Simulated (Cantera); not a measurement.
# Thermodynamics of carbon deposition, reforming and gasification, feed C2H6 + H2

A closed system holds: 1 mol C2H6, 29 mol H2.

Method: chemical equilibrium by Gibbs-energy minimisation in Cantera with the NASA 1993 tables (ideal gas, pure condensed phases). Candidate condensed phases: C, C6H6, C7H8, C8H18; 76 gas species. The ideal-gas law is rough above about 30 bar. The numbers say what is thermodynamically allowed, not how fast it happens.

Question: Map the stable condensed phases over T = 923, 998, 1073, 1148, 1223, 1298, 1373, 1448, 1523, 1598 K and P in Pa = 10, 100, 1000, 10000, 100000, 1000000, 10000000.

Answer: 
```
T in K \ P in Pa
               10      100     1000    10000   100000  1000000 10000000
   1598         A        A        A        A        A        A        B
   1523         A        A        A        A        A        A        B
   1448         A        A        A        A        A        A        B
   1373         A        A        A        A        A        A        B
   1298         A        A        A        A        A        B        B
   1223         A        A        A        A        A        B        B
   1148         A        A        A        A        A        B        B
   1073         A        A        A        A        A        B        B
    998         A        A        A        A        B        B        B
    923         A        A        A        A        B        B        B
```
A: C; B: gas only.
